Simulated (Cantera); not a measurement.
**Stirred combustor or abatement burner**

A perfectly stirred reactor is fed with 13.6 % CH3OH, 12.0 % O2, 74.4 % N2, at 1.01 bar; it is adiabatic with a 648 K inlet, and is followed from long to short residence time, starting on the burning branch (τ in s: 0.021, 0.0085, 0.0035, 0.0014, 0.00058, 0.00024, 9.6e-05, 3.9e-05, 1.6e-05).

Detailed kinetics in Cantera: GRI-Mech 3.0 (53 species, 325 reactions). GRI-Mech 3.0 was tuned for natural gas; its chemistry of methanol as a main component is partial and can be far from experiment.

| τ (s) | T (K) | x CH3OH | x O2 | x C2H4 | x HCN | x CO2 | x C2H6 |
|---|---|---|---|---|---|---|---|
| 0.021 | 1757 | 7.20e-6 | 0.000178 | 1.64e-8 | 6.27e-6 | 0.0447 | 2.37e-9 |
| 0.0085 | 1749 | 1.42e-5 | 0.000346 | 5.74e-8 | 1.21e-5 | 0.0445 | 8.20e-9 |
| 0.0035 | 1739 | 2.99e-5 | 0.000704 | 2.15e-7 | 1.88e-5 | 0.0439 | 3.12e-8 |
| 0.0014 | 1724 | 7.04e-5 | 0.00158 | 8.92e-7 | 2.19e-5 | 0.0420 | 1.39e-7 |
| 0.00058 | 1693 | 0.000184 | 0.00386 | 3.65e-6 | 1.64e-5 | 0.0375 | 6.52e-7 |
| 0.00024 | 648 | 0.136 | 0.120 | <1e-12 | <1e-12 | <1e-12 | <1e-12 |
| 9.6e-5 | 648 | 0.136 | 0.120 | <1e-12 | <1e-12 | <1e-12 | <1e-12 |
| 3.9e-5 | 648 | 0.136 | 0.120 | <1e-12 | <1e-12 | <1e-12 | <1e-12 |
| 1.6e-5 | 648 | 0.136 | 0.120 | <1e-12 | <1e-12 | <1e-12 | <1e-12 |
x: mole fraction; the columns are a selection and need not sum to one.
